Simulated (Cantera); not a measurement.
What does this Cantera script print?

```python
import numpy as np
import cantera as ct

gas_names = """
    F F2 N NF NF2 NF3 N2 Si SiF SiF2 SiF3 SiF4 SiN Si2 Si2N Si3
""".split()
cond_names = """
    Si(cr) Si(L) Si3N4(a)
""".split()


# ... load() reads the species with a 1 bar reference pressure and builds the phases ...
atoms = {
    'Si': {'Si': 1},
    'F2': {'F': 2},
    'N2': {'N': 2},
}
top_T = {'Si3N4(a)': 2400}  # K; cautious upper limits of use, not melting points


# ... equilibrate(T, P, feed) seeds the gas with the atoms and calls Mixture.equilibrate('TP', solver="vcs", rtol=1e-11, max_steps=5000) ...
results = []
T = 500  # K
P = 1333.22  # Pa
for m in [0.69, 1.2, 1.8, 2.3, 2.8, 3.3, 3.9, 4.4, 4.9]:
    feed = {'Si': 1, 'F2': m, 'N2': 2.6}  # mol
    mix = equilibrate(T, P, feed)
    results.append((T, P, feed, dict(zip(mix.species_names, mix.species_moles))))
    x = sorted(zip(gas.X, gas.species_names), reverse=True)
    print(f"T = {T:g} K  P = {P:g} Pa  n(F2) = {m:g} mol  gas = {mix.phase_moles(0):.4g} mol")
    print("   x: " + "  ".join(f"{s} {v:.3e}" for v, s in x if v > 1e-06))
    print("   condensed (mol): " + ("  ".join(f"{mix.phase(i).name} {mix.phase_moles(i):.4g}"
          for i in range(1, mix.n_phases) if mix.phase_moles(i) > 1e-12) or "none"))
```

Result:

```
T = 500 K  P = 1333.22 Pa  n(F2) = 0.69 mol  gas = 2.508 mol
   x: N2 8.625e-01  SiF4 1.375e-01
   condensed (mol): Si3N4(a) 0.2183
T = 500 K  P = 1333.22 Pa  n(F2) = 1.2 mol  gas = 2.933 mol
   x: N2 7.955e-01  SiF4 2.045e-01
   condensed (mol): Si3N4(a) 0.1333
T = 500 K  P = 1333.22 Pa  n(F2) = 1.8 mol  gas = 3.433 mol
   x: N2 7.379e-01  SiF4 2.621e-01
   condensed (mol): Si3N4(a) 0.03333
T = 500 K  P = 1333.22 Pa  n(F2) = 2.3 mol  gas = 3.7 mol
   x: N2 6.757e-01  SiF4 2.702e-01  NF3 5.395e-02  F2 1.421e-04
   condensed (mol): none
T = 500 K  P = 1333.22 Pa  n(F2) = 2.8 mol  gas = 3.867 mol
   x: N2 6.034e-01  SiF4 2.586e-01  NF3 1.377e-01  F2 2.755e-04
   condensed (mol): none
T = 500 K  P = 1333.22 Pa  n(F2) = 3.3 mol  gas = 4.034 mol
   x: N2 5.372e-01  SiF4 2.479e-01  NF3 2.146e-01  F2 3.849e-04
   condensed (mol): none
T = 500 K  P = 1333.22 Pa  n(F2) = 3.9 mol  gas = 4.235 mol
   x: N2 4.646e-01  NF3 2.988e-01  SiF4 2.361e-01  F2 5.037e-04  F 1.070e-06
   condensed (mol): none
T = 500 K  P = 1333.22 Pa  n(F2) = 4.4 mol  gas = 4.402 mol
   x: N2 4.091e-01  NF3 3.631e-01  SiF4 2.272e-01  F2 5.985e-04  F 1.166e-06
   condensed (mol): none
T = 500 K  P = 1333.22 Pa  n(F2) = 4.9 mol  gas = 4.569 mol
   x: NF3 4.227e-01  N2 3.577e-01  SiF4 2.189e-01  F2 6.926e-04  F 1.254e-06
   condensed (mol): none
```

Method: chemical equilibrium by Gibbs-energy minimisation in Cantera with the NASA 1993 tables (ideal gas, pure condensed phases). N2 is the only nitrogen source here; it is nearly inert below about 1500 K, so the nitride shown seldom forms there in practice.
